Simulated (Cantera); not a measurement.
Input: 1 mol BCl3, 0.48 mol NH3, held at 1048.15 K and 44.0 Pa.

Equilibrium computed with Cantera from the NASA thermochemical tables; the gas is ideal and each condensed phase is pure. Candidate condensed phases: B, BN, NH4Cl; 21 gas species. Gases not in the tables: BHCl2. Rates play no part.

Base state: HCl 0.729, BCl3 0.267, H2 0.00263, N2 0.000876 (mole fractions); condensed: BN(s).

Q: What changes in the equilibrium state with this change: BCl3 replaced by BF3?

A: 
| species | before | after |
|---|---|---|
| BF3 | 0 | 0.505 |
| H2 | 0.00263 | 0.359 |
| N2 | 0.000876 | 0.120 |
| HCl | 0.729 | 0 |
| BCl3 | 0.267 | 0 |
| HF | 0 | 0.0163 |
| BHF2 | 0 | 0.000122 |
| BN(s), mol | 0.477 | 0.0106 |
